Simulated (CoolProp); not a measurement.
Cyclohexane at 408.18 K and 0.135 MPa is compressed adiabatically to 0.884 MPa with isentropic efficiency 0.85. Each further row changes one setting.

Computed with CoolProp (reference Helmholtz-energy equation of state, Zhou 2014).

```json
[
 {"case": "as stated", "work (kJ/kg)": "___", "final temperature (K)": "462.1", "final density (kg/m³)": "___"},
 {"case": "efficiency 1", "work (kJ/kg)": "___", "final temperature (K)": "___", "final density (kg/m³)": "23.3"},
 {"case": "efficiency 0.65", "work (kJ/kg)": "___", "final temperature (K)": "473.9", "final density (kg/m³)": "21.9"}
]
```

**Question.** What belongs in the gaps?

**Answer.** 
- as stated, work (kJ/kg): 86.8
- as stated, final density (kg/m³): 22.8
- efficiency 1, work (kJ/kg): 73.8
- efficiency 1, final temperature (K): 456.3
- efficiency 0.65, work (kJ/kg): 114
